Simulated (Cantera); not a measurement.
A closed system holds: 1 mol V2O3, a varied amount of H2, held at 0.370 bar.

Points: T (K) = 925, 1025, 1125, 1225, 1325, 1425, 1525, 1625, 1725, 1825, 1925, 2025; n(H2) (mol) = 2.6, 6.5, 16, 40, 99, 250, 610, 1500.

Cantera's Mixture.equilibrate('TP', solver="vcs", rtol=1e-11, max_steps=5000) on the NASA tables stopped like this:

```
*******************************************************************************
CanteraError thrown by VCS_SOLVE::solve_tp_inner:
vcs_solve_TP: ERROR on step change wt[3:V2O5(L)]: -6.938893903907228e-18 < 0.0
*******************************************************************************
```

Problem. What got this run through?

Solution. Several could match; the one computed here: The failure is numerical, not chemical. The same input converged with solver="gibbs", rtol=1e-10, max_steps=50000, and the result passed a check of the equilibrium conditions:
```
    925        2.6  VO(s) + V2O3(s)
    925        6.5  VO(s) + V2O3(s)
    925         16  VO(s) + V2O3(s)
    925         40  VO(s) + V2O3(s)
    925         99  VO(s) + V2O3(s)
    925        250  VO(s) + V2O3(s)
    925        610  VO(s) + V2O3(s)
    925       1500  VO(s) + V2O3(s)
   1025        2.6  VO(s) + V2O3(s)
   1025        6.5  VO(s) + V2O3(s)
   1025         16  VO(s) + V2O3(s)
   1025         40  VO(s) + V2O3(s)
   1025         99  VO(s) + V2O3(s)
   1025        250  VO(s) + V2O3(s)
   1025        610  VO(s) + V2O3(s)
   1025       1500  VO(s) + V2O3(s)
   1125        2.6  VO(s) + V2O3(s)
   1125        6.5  VO(s) + V2O3(s)
   1125         16  VO(s) + V2O3(s)
   1125         40  VO(s) + V2O3(s)
   1125         99  VO(s) + V2O3(s)
   1125        250  VO(s) + V2O3(s)
   1125        610  VO(s) + V2O3(s)
   1125       1500  VO(s) + V2O3(s)
   1225        2.6  VO(s) + V2O3(s)
   1225        6.5  VO(s) + V2O3(s)
   1225         16  VO(s) + V2O3(s)
   1225         40  VO(s) + V2O3(s)
   1225         99  VO(s) + V2O3(s)
   1225        250  VO(s) + V2O3(s)
   1225        610  VO(s) + V2O3(s)
   1225       1500  VO(s) + V2O3(s)
   1325        2.6  VO(s) + V2O3(s)
   1325        6.5  VO(s) + V2O3(s)
   1325         16  VO(s) + V2O3(s)
   1325         40  VO(s) + V2O3(s)
   1325         99  VO(s) + V2O3(s)
   1325        250  VO(s) + V2O3(s)
   1325        610  VO(s) + V2O3(s)
   1325       1500  VO(s)
   1425        2.6  VO(s) + V2O3(s)
   1425        6.5  VO(s) + V2O3(s)
   1425         16  VO(s) + V2O3(s)
   1425         40  VO(s) + V2O3(s)
   1425         99  VO(s) + V2O3(s)
   1425        250  VO(s) + V2O3(s)
   1425        610  VO(s)
   1425       1500  VO(s)
   1525        2.6  VO(s) + V2O3(s)
   1525        6.5  VO(s) + V2O3(s)
   1525         16  VO(s) + V2O3(s)
   1525         40  VO(s) + V2O3(s)
   1525         99  VO(s) + V2O3(s)
   1525        250  VO(s)
   1525        610  VO(s)
   1525       1500  VO(s)
   1625        2.6  VO(s) + V2O3(s)
   1625        6.5  VO(s) + V2O3(s)
   1625         16  VO(s) + V2O3(s)
   1625         40  VO(s) + V2O3(s)
   1625         99  VO(s) + V2O3(s)
   1625        250  VO(s)
   1625        610  VO(s)
   1625       1500  VO(s)
   1725        2.6  VO(s) + V2O3(s)
   1725        6.5  VO(s) + V2O3(s)
   1725         16  VO(s) + V2O3(s)
   1725         40  VO(s) + V2O3(s)
   1725         99  VO(s)
   1725        250  VO(s)
   1725        610  VO(s)
   1725       1500  VO(s)
   1825        2.6  VO(s) + V2O3(s)
   1825        6.5  VO(s) + V2O3(s)
   1825         16  VO(s) + V2O3(s)
   1825         40  VO(s) + V2O3(s)
   1825         99  VO(s)
   1825        250  VO(s)
   1825        610  VO(s)
   1825       1500  VO(s)
   1925        2.6  VO(s) + V2O3(s)
   1925        6.5  VO(s) + V2O3(s)
   1925         16  VO(s) + V2O3(s)
   1925         40  VO(s) + V2O3(s)
   1925         99  VO(s)
   1925        250  VO(s)
   1925        610  VO(s)
   1925       1500  VO(s)
   2025        2.6  VO(s) + V2O3(s)
   2025        6.5  VO(s) + V2O3(s)
   2025         16  VO(s) + V2O3(s)
   2025         40  VO(s)
   2025         99  VO(s)
   2025        250  VO(s)
   2025        610  VO(s)
   2025       1500  VO(s)
```

The gas is ideal and each condensed phase is pure. Mutual solubility and eutectic melting of coexisting phases are not modelled. VO: taken at fixed stoichiometry. Condensed phases not in the tables: the oxides between V2O3 and V2O5 other than VO2.
